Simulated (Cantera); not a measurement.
Equilibrium for calcination and drying: Ca(OH)₂ + O₂

Charge: 1 mol Ca(OH)₂, 2.6 mol O₂, at 548.15 K.

Method: chemical equilibrium by Gibbs-energy minimisation in Cantera with the NASA 1993 tables (ideal gas, pure condensed phases). Candidate condensed phases: Ca, CaO, Ca(OH)₂, H₂O; 14 gas species. The numbers say what is thermodynamically allowed, not how fast it happens.

```tsv
P (Pa)	log p O₂	log p H₂O	n CaO(s)	n Ca(OH)₂(s)
10	-4.14	-4.56	1.00	0
36	-3.59	-4.00	1.00	0
130	-3.03	-3.44	1.00	0
460	-2.44	-3.03	0.666	0.334
1700	-1.79	-3.03	0.152	0.848
6000	-1.23	-3.03	0.0413	0.959
22000	-0.66	-3.03	0.0111	0.989
77000	-0.11	-3.03	0.00317	0.997
280000	0.45	-3.03	0.000872	0.999
1000000	1.00	-3.03	0.000244	1.000
```
log p: log10 of the partial pressure in bar; n: condensed amount in mol.

From 0.0750 Torr to 0.975 Torr the condensed part is CaO(s). From 3.45 Torr to 7500 Torr the condensed part is CaO(s) + Ca(OH)₂(s).
